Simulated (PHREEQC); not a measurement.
Solution (84 °C): 0.011 mol NH4HF2, 0.00051 mol H2SiF6, 0.22 mol H3BO3 and 8.1e-05 mol HCl per kg of water. Closed to the air; pH follows from the charge balance.

Equilibrium calculation in PHREEQC: ion-association model, phreeqc.dat.

```
quantity                   before     after
------------------------  -------  --------
pH                           3.69      3.93
ionic strength (mol/kgw)   0.0112    0.0112
H3BO3 (mol/kgw)             0.210     0.211
BF2(OH)2- (mol/kgw)       0.00715   0.00497
F- (mol/kgw)              0.00167   0.00240
HF (mol/kgw)              0.00146  0.000315
SI of Quartz (SiO2)         -0.03     +0.80
```

Question: What was changed between the two runs?
A) temperature from 84 to 15 °C
B) NH4HF2 from 0.011 to 0.0055 mol/kgw
C) H2SiF6 from 0.00051 to 0.0051 mol/kgw
D) HCl left out
E) NH4HF2 from 0.011 to 0.11 mol/kgw

Answer: A, temperature from 84 to 15 °C

No solid was allowed to form. Some of these states are supersaturated (in Quartz (slow to form), Chalcedony (slow to form), for instance). Away from 25 °C the constants follow the database's enthalpies or fits; those with neither stay at their 25 °C values. SiF6-2 is the database's only silicon fluoride. Real BF4- forms and hydrolyses slowly; the run takes it at equilibrium.
